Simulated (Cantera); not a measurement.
Input: 1 mol CH3SiCl3, 0.04 mol C2H2, 3.4 mol H2, 0.049 mol C2H4, held at 0.00133 bar.

These are equilibrium values from Cantera (NASA tables, ideal gas, pure condensed phases), not measurements of a reactor. Candidate condensed phases: C, C6H6, C7H8, C8H18, Si, SiC; 109 gas species. The feed counts by its element totals alone. The tables' values for SiCl3 are old estimates; treat these amounts as uncertain. Kinetics and transport are ignored.

log p: log10 of the partial pressure in bar; n: condensed amount in mol.

| T (K) | log p H2 | log p HCl | log p SiCl2 | log p SiCl4 | log p SiCl3 | log p H | n C(graphite) | n SiC(s) |
|---|---|---|---|---|---|---|---|---|
| 1200 | -3.13 | -3.23 | -5.74 | -5.22 | -5.95 | -8.27 | 0.222 | 0.956 |
| 1250 | -3.13 | -3.23 | ___ | ___ | -5.98 | ___ | 0.211 | 0.967 |
| 1300 | -3.14 | -3.22 | -5.42 | -5.86 | -6.03 | -7.52 | 0.208 | 0.970 |
| 1350 | -3.14 | -3.22 | -5.28 | -6.17 | -6.08 | -7.19 | 0.211 | 0.967 |
| 1400 | -3.14 | -3.23 | -5.16 | -6.46 | -6.13 | -6.88 | 0.217 | 0.961 |
| 1450 | -3.14 | -3.23 | -5.06 | -6.73 | -6.18 | -6.59 | 0.225 | 0.953 |
| 1500 | -3.13 | -3.23 | ___ | ___ | -6.23 | ___ | 0.235 | 0.943 |
| 1550 | -3.13 | -3.23 | -4.87 | -7.24 | -6.28 | -6.07 | 0.247 | 0.931 |

Fill in the missing entries.


- 1500, log p SiCl2: -4.96
- 1500, log p SiCl4: -6.99
- 1500, log p H: -6.32
- 1250, log p SiCl2: -5.56
- 1250, log p SiCl4: -5.55
- 1250, log p H: -7.88
